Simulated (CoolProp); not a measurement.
The fluid at 293.15 K and 0.0434 MPa expands adiabatically to 0.00335 MPa with isentropic efficiency 1. The same conditions are run with several fluids, on thermodynamics alone (safety and materials aside).

Computed with CoolProp (reference Helmholtz-energy equation of state of each fluid (n-perfluoropentane: Gao 2022; R143a: Lemmon and Jacobsen 2000; oxygen: Schmidt 1985; methane: Setzmann 1991)).

```csv
fluid,work (kJ/kg),final temperature (K),final density (kg/m³)
n-perfluoropentane,[?],265.8,0.438
R143a,64.0,215.7,0.157
oxygen,[?],141.2,[?]
methane,290,[?],[?]
```

**Question.** Fill in the missing entries.

**Answer.** 
- n-perfluoropentane, work (kJ/kg): 20.4
- oxygen, work (kJ/kg): 138
- oxygen, final density (kg/m³): 0.0913
- methane, final temperature (K): 156.4
- methane, final density (kg/m³): 0.0414
